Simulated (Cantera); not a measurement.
A freely propagating, adiabatic, planar premixed flame of 10.5 % CO, 12.6 % H2, 12.7 % O2, 61.9 % N2, 2.41 % H2O, equivalence ratio 0.91, unburnt at 650 K and 5.00 bar; mixture-averaged transport, grid criteria slope 0.08 and curve 0.16, no radiation.

Detailed kinetics in Cantera: GRI-Mech 3.0 (53 species, 325 reactions). The hydrogen kinetics of GRI-Mech 3.0 are dated; newer H2 mechanisms differ, most at raised pressure. Burning velocities carry a grid error of a few per cent, more on coarse grids.

x: mole fraction of selected species; z is measured from the peak of heat release.

```json
[
 {"z (mm)": "-0.275", "T (K)": "650", "u (m/s)": "2.10", "x CO": "0.105", "x H2": "0.125", "x O2": "0.127", "x HO2": "<1e-8", "x OH": "<1e-8", "x N2O": "<1e-8"},
 {"z (mm)": "-0.183", "T (K)": "650", "u (m/s)": "2.10", "x CO": "0.105", "x H2": "0.124", "x O2": "0.127", "x HO2": "(withheld)", "x OH": "<1e-8", "x N2O": "<1e-8"},
 {"z (mm)": "-0.138", "T (K)": "650", "u (m/s)": "2.10", "x CO": "0.105", "x H2": "0.122", "x O2": "0.127", "x HO2": "6.75e-7", "x OH": "<1e-8", "x N2O": "<1e-8"},
 {"z (mm)": "-0.0917", "T (K)": "654", "u (m/s)": "2.10", "x CO": "0.106", "x H2": "0.116", "x O2": "0.128", "x HO2": "9.08e-6", "x OH": "<1e-8", "x N2O": "<1e-8"},
 {"z (mm)": "-0.0458", "T (K)": "721", "u (m/s)": "2.26", "x CO": "0.107", "x H2": "0.0921", "x O2": "0.128", "x HO2": "0.000309", "x OH": "6.13e-6", "x N2O": "<1e-8"},
 {"z (mm)": "-0.0229", "T (K)": "978", "u (m/s)": "3.01", "x CO": "0.103", "x H2": "0.0638", "x O2": "0.117", "x HO2": "0.000545", "x OH": "0.000380", "x N2O": "2.47e-8"},
 {"z (mm)": "0", "T (K)": "1375", "u (m/s)": "4.17", "x CO": "0.0883", "x H2": "0.0316", "x O2": "0.0864", "x HO2": "0.000246", "x OH": "0.00210", "x N2O": "1.68e-7"},
 {"z (mm)": "0.0229", "T (K)": "1653", "u (m/s)": "4.96", "x CO": "0.0686", "x H2": "0.0137", "x O2": "0.0584", "x HO2": "0.000113", "x OH": "0.00506", "x N2O": "4.20e-7"},
 {"z (mm)": "0.0458", "T (K)": "1810", "u (m/s)": "5.39", "x CO": "0.0524", "x H2": "0.00896", "x O2": "0.0448", "x HO2": "6.40e-5", "x OH": "0.00694", "x N2O": "5.78e-7"},
 {"z (mm)": "0.0917", "T (K)": "1974", "u (m/s)": "5.80", "x CO": "(withheld)", "x H2": "(withheld)", "x O2": "(withheld)", "x HO2": "(withheld)", "x OH": "0.00791", "x N2O": "6.68e-7"},
 {"z (mm)": "0.183", "T (K)": "2110", "u (m/s)": "6.15", "x CO": "0.0221", "x H2": "0.00561", "x O2": "0.0275", "x HO2": "1.54e-5", "x OH": "0.00737", "x N2O": "7.13e-7"},
 {"z (mm)": "0.367", "T (K)": "2203", "u (m/s)": "6.38", "x CO": "0.0147", "x H2": "0.00368", "x O2": "0.0231", "x HO2": "7.60e-6", "x OH": "0.00603", "x N2O": "7.35e-7"},
 {"z (mm)": "0.733", "T (K)": "2263", "u (m/s)": "6.52", "x CO": "0.00942", "x H2": "0.00230", "x O2": "0.0202", "x HO2": "4.21e-6", "x OH": "0.00475", "x N2O": "6.71e-7"}
]
```

Task: What belongs in the gaps?

Result: 
- -0.183, x HO2: 9.08e-8
- 0.0917, x CO: 0.0344
- 0.0917, x H2: 0.00733
- 0.0917, x O2: 0.0344
- 0.0917, x HO2: 3.22e-5
